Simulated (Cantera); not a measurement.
A perfectly stirred reactor is fed with H2 : O2 : N2 = 0.72 : 1 : 12 (molar parts), equivalence ratio 0.36, at 120 Torr; it is held at 950 K, and followed from long to short residence time.

Model: GRI-Mech 3.0 (53 species, 325 reactions), integrated in Cantera. The temperature is held fixed by assumption; the heat of reaction is taken as removed at once.

x: mole fraction; the columns are a selection and need not sum to one.

| τ (s) | x H2 | x O2 | x O | x N2O | x H2O | x H2O2 |
|---|---|---|---|---|---|---|
| 7.5 | 0.000209 | 0.0480 | 1.02e-5 | [?] | 0.0537 | 2.54e-7 |
| 1.4 | 0.000549 | 0.0481 | 3.04e-5 | [?] | 0.0533 | 3.41e-7 |
| 0.28 | 0.00131 | 0.0485 | 8.04e-5 | [?] | 0.0525 | 3.88e-7 |
| 0.054 | 0.00307 | 0.0493 | 0.000203 | [?] | 0.0505 | 4.32e-7 |
| 0.011 | 0.00694 | 0.0511 | 0.000466 | [?] | 0.0460 | 4.55e-7 |
| 0.0020 | 0.0165 | 0.0560 | 0.000965 | [?] | 0.0344 | 4.08e-7 |
| 0.00040 | 0.0368 | 0.0659 | 0.000969 | 8.77e-10 | 0.0131 | 2.28e-7 |

Task: Complete the blanks.

Result: 
- 7.5, x N2O: 9.41e-8
- 1.4, x N2O: 6.11e-8
- 0.28, x N2O: 3.60e-8
- 0.054, x N2O: 1.89e-8
- 0.011, x N2O: 9.39e-9
- 0.0020, x N2O: 3.88e-9
